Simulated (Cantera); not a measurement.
An adiabatic, constant-volume homogeneous reactor starts with C₃H₈ : O₂ : N₂ = 1 : 7.46 : 28.1 (molar parts), at 1500 K and 56000 Pa. Integrator tolerance rtol = 1e-08.

Model: GRI-Mech 3.0 (53 species, 325 reactions), integrated in Cantera. GRI-Mech 3.0 was tuned for natural gas; its chemistry of propane as a main component is partial and can be far from experiment.

**Question.** What does this change do: initial temperature 1500 to 1200 K?

**Answer.** 
```tsv
quantity	before	after
time of steepest temperature rise	0.102 ms	7.31 ms
temperature at 6.00 s	2728 K	2623 K
equilibrium temperature	2728 K	2623 K
x(C₃H₈) at 6.00 s	<1e-12 (gas-phase equilibrium <1e-12)	<1e-12 (gas-phase equilibrium <1e-12)
x(O₂) at 6.00 s	0.0612 (gas-phase equilibrium 0.0612)	0.0608 (gas-phase equilibrium 0.0608)
x(C₂H) at 6.00 s	<1e-12 (gas-phase equilibrium <1e-12)	<1e-12 (gas-phase equilibrium <1e-12)
x(NO₂) at 6.00 s	6.87e-6 (gas-phase equilibrium 6.87e-6)	7.01e-6 (gas-phase equilibrium 7.01e-6)
x(H₂) at 6.00 s	0.00554 (gas-phase equilibrium 0.00554)	0.00352 (gas-phase equilibrium 0.00352)
x(C₂H₄) at 6.00 s	<1e-12 (gas-phase equilibrium <1e-12)	<1e-12 (gas-phase equilibrium <1e-12)
x(CO₂) at 6.00 s	0.0541 (gas-phase equilibrium 0.0541)	0.0629 (gas-phase equilibrium 0.0629)
```
